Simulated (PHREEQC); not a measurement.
Solution (25 °C): 0.0013 mol/kgw NH4Cl and 0.0044 mol/kgw KBr. Closed to the air; pH follows from the charge balance.

All values are PHREEQC results (ion-association model, wateq4f.dat), not measurements.

Precipitation was switched off in this run.

Question: Estimate the pH.

Answer: pH 6.09.

Species that the database lacks are ignored.
